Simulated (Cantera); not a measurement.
A perfectly stirred reactor is fed with CH4 : N2 = 0.31 : 190 (molar parts), at 0.987 atm; it is held at 1600 K, and followed from long to short residence time.

Model: GRI-Mech 3.0 (53 species, 325 reactions), integrated in Cantera. GRI-Mech 3.0 stops at C3 and has no aromatics, soot or wall deposition, so with more carbon than oxygen in the feed, carbon stays in small species such as C2H2 where larger ones or solid carbon would form.

Predict: x(CH4) at τ = 9.40 s; x(HCN) at τ = 9.40 s; x(CH2) at τ = 9.40 s; x(H) at τ = 9.40 s; x(H2) at τ = 9.40 s; x(CH4) at τ = 23.0 ms; x(HCN) at τ = 23.0 ms; x(CH2) at τ = 23.0 ms; x(H) at τ = 23.0 ms; x(H2) at τ = 23.0 ms.

x(CH4) at τ = 9.40 s: 0.000169
x(HCN) at τ = 9.40 s: 8.06e-6
x(CH2) at τ = 9.40 s: 3.92e-9
x(H) at τ = 9.40 s: 2.48e-6
x(H2) at τ = 9.40 s: 0.00218
x(CH4) at τ = 23.0 ms: 0.00135
x(HCN) at τ = 23.0 ms: 4.74e-8
x(CH2) at τ = 23.0 ms: 2.82e-8
x(H) at τ = 23.0 ms: 7.23e-7
x(H2) at τ = 23.0 ms: 0.000330
